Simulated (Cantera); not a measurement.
Input: 1 mol PbO, 0.029 mol O2, 0.43 mol H2, equilibrated at 1.00 bar.

Method: chemical equilibrium by Gibbs-energy minimisation in Cantera with the NASA 1993 tables (ideal gas, pure condensed phases). Candidate condensed phases: H2O, Pb, PbO, PbO2, Pb3O4; 12 gas species. Mutual solubility and eutectic melting of coexisting phases are not modelled. The numbers say what is thermodynamically allowed, not how fast it happens. All values below are at 1150 K.

Base state: H2O 0.999, Pb 0.000290, H2 0.000240, PbO 2.28e-5 (mole fractions); condensed: Pb(l) + PbO(yellow).

**Question.** What changes in the equilibrium state with this change: pressure from 1.00 bar to 0.133 bar?

**Answer.** 
```json
[
 {"species": "H2O", "before": "0.999", "after": "0.997"},
 {"species": "Pb", "before": "0.000290", "after": "0.00217"},
 {"species": "H2", "before": "0.000240", "after": "0.000240"},
 {"species": "PbO", "before": "2.28e-5", "after": "0.000171"},
 {"species": "Pb(l), mol", "before": "0.372", "after": "0.371"},
 {"species": "PbO(yellow), mol", "before": "0.628", "after": "0.628"}
]
```
